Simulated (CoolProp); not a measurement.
R1336mzz(Z) along the isotherm 424.6 K: fugacity coefficient from the reference equation and from simpler models built on Tc = 444.5 K, pc = 2.904 MPa, ω = 0.386; each cubic takes its own stable root.

Model: reference Helmholtz-energy equation of state, McLinden 2020, in CoolProp.

```
p (MPa)   phase  reference  Redlich-Kwong  Soave-Redlich-Kwong  Peng-Robinson
-------  ------  ---------  -------------  -------------------  -------------
0.272       gas     0.9608         0.9638               0.9627         0.9591
0.544       gas     0.9220         0.9280               0.9258         0.9189
0.817       gas     0.8834         0.8924               0.8891         0.8792
1.09        gas     0.8450         0.8570               0.8525         0.8400
1.36        gas     0.8070         0.8222               0.8165         0.8016
1.63        gas     0.7688         0.7872               0.7802         0.7634
1.91        gas     0.7283         0.7504               0.7418         0.7233
2.18     liquid     0.6674         0.7139               0.6871         0.6661
2.45     liquid     0.6022         0.6543               0.6225         0.6022
2.72     liquid     0.5499         0.6004               0.5706         0.5510
2.99     liquid     0.5070         0.5562               0.5281         0.5090
3.27     liquid     0.4701         0.5180               0.4914         0.4727
3.54     liquid     0.4400         0.4869               0.4615         0.4431
3.81     liquid     0.4143         0.4601               0.4358         0.4178
4.08     liquid     0.3919         0.4369               0.4136         0.3958
4.36     liquid     0.3717         0.4159               0.3935         0.3758
```

At some of these states Redlich-Kwong gives the other phase, because its saturation line lies elsewhere.
